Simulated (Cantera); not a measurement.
A perfectly stirred reactor is fed with CO : H2 : O2 : N2 = 1 : 0.15 : 0.701 : 7.01 (molar parts), at 1.00 atm; it is adiabatic with a 650 K inlet, and is followed from long to short residence time, starting on the burning branch (τ in s: 0.19, 0.075, 0.03, 0.012, 0.0049, 0.002, 0.00079, 0.00032, 0.00013, 5.2e-05).

Computed with Cantera and GRI-Mech 3.0 (53 species, 325 reactions).

Q: What does this change do: CO 1 to 0.65 parts?

A: 
| quantity | before | after |
|---|---|---|
| blow-out, bracketed by the residence times tried | burning at 0.790 ms, out at 0.320 ms | burning at 2.00 ms, out at 0.790 ms |
| x(CO) at τ = 0.190 s | 0.00351 | 0.000934 |
| x(H2) at τ = 0.190 s | 0.000145 | 4.62e-5 |
| x(O2) at τ = 0.190 s | 0.0167 | 0.0374 |
| x(OH) at τ = 0.190 s | 0.000554 | 0.000236 |
| x(H2O) at τ = 0.190 s | 0.0176 | 0.0183 |
| x(CO) at τ = 2.00 ms | 0.0263 | 0.0252 |
| x(H2) at τ = 2.00 ms | 0.001000 | 0.000963 |
| x(O2) at τ = 2.00 ms | 0.0274 | 0.0492 |
| x(OH) at τ = 2.00 ms | 0.00112 | 0.000383 |
| x(H2O) at τ = 2.00 ms | 0.0149 | 0.0167 |
